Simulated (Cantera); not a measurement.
A perfectly stirred reactor is fed with CH₃OH : O₂ : N₂ = 0.0031 : 0.0032 : 1 (molar parts), at 10.0 bar; it is held at 1048 K, and followed from long to short residence time.

Cantera simulation using GRI-Mech 3.0 (53 species, 325 reactions); the numbers are that mechanism's predictions, not measurements. GRI-Mech 3.0 was tuned for natural gas; its chemistry of methanol as a main component is partial and can be far from experiment.

One state of this run: x CH₃OH = 0.000569; x O₂ = 0.00154; x O = 3.97e-9; x HO₂ = 1.03e-5; x CH₃ = 1.54e-10. x: mole fraction; the columns are a selection and need not sum to one.

**Question.** Which value of τ (s) does it belong to?
(A) 0.23
(B) 0.041
(C) 0.0072
(D) 0.017

**Answer.** B, 0.041
